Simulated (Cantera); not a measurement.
Charge: 1 mol CO2, 0.48 mol H2, equilibrated at 2373 K and 1.00 Torr.

Equilibrium computed with Cantera from the NASA thermochemical tables; the gas is ideal and each condensed phase is pure. Candidate condensed phases: C, C6H6, C7H8, C8H18, H2O; 110 gas species. The numbers say what is thermodynamically allowed, not how fast it happens.

Base state: CO 0.370, CO2 0.185, H2O 0.149, H 0.0865, O2 0.0620, H2 0.0511, O 0.0511, OH 0.0449 (mole fractions); condensed: gas only.

**Question.** What changes in the equilibrium state with this change: CO2 replaced by SO2?

**Answer.** 
```csv
species,before,after
SO2,0,0.383
SO,0,0.185
H2O,0.149,0.135
CO,0.370,0
CO2,0.185,0
S,0,0.0239
O2,0.0620,0.0212
O,0.0511,0.0299
H2,0.0511,0.0793
OH,0.0449,0.0327
H,0.0865,0.108
SH,0,0.00141
S2,0,0.00122
S2O,0,3.38e-5
H2S,0,2.54e-5
```
Further candidate phases: H2SO4, S.
